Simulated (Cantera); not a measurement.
An isothermal, constant-pressure homogeneous reactor starts with CH4 : N2 = 1 : 2.7 (molar parts), at 1623 K and 60.8 Torr. Integrator tolerance rtol = 1e-08.

Computed with Cantera and GRI-Mech 3.0 (53 species, 325 reactions). GRI-Mech 3.0 stops at C3 and has no aromatics, soot or wall deposition, so with more carbon than oxygen in the feed, carbon stays in small species such as C2H2 where larger ones or solid carbon would form.

### Question
What does this change do: pressure from 60.8 Torr to 18.0 Torr?

### Answer
```json
[
 {"quantity": "x(CH4) at 300 s", "before": "0.00117 (gas-phase equilibrium 0.000871)", "after": "0.000350 (gas-phase equilibrium 0.000260)"},
 {"quantity": "x(H) at 300 s", "before": "0.000138 (gas-phase equilibrium 0.000138)", "after": "0.000254 (gas-phase equilibrium 0.000254)"},
 {"quantity": "x(CH2) at 300 s", "before": "4.29e-9 (gas-phase equilibrium 3.18e-9)", "after": "4.30e-9 (gas-phase equilibrium 3.19e-9)"},
 {"quantity": "x(C2H) at 300 s", "before": "1.74e-7 (gas-phase equilibrium 9.56e-8)", "after": "3.21e-7 (gas-phase equilibrium 1.76e-7)"},
 {"quantity": "x(HCN) at 300 s", "before": "5.31e-6 (gas-phase equilibrium 0.0956)", "after": "4.80e-6 (gas-phase equilibrium 0.0958)"},
 {"quantity": "x(C2H2) at 300 s", "before": "0.106 (gas-phase equilibrium 0.0581)", "after": "0.106 (gas-phase equilibrium 0.0583)"},
 {"quantity": "x(H2) at 300 s", "before": "0.317 (gas-phase equilibrium 0.318)", "after": "0.319 (gas-phase equilibrium 0.319)"}
]
```
Radical loss at walls, strong at low pressure, is not modelled.
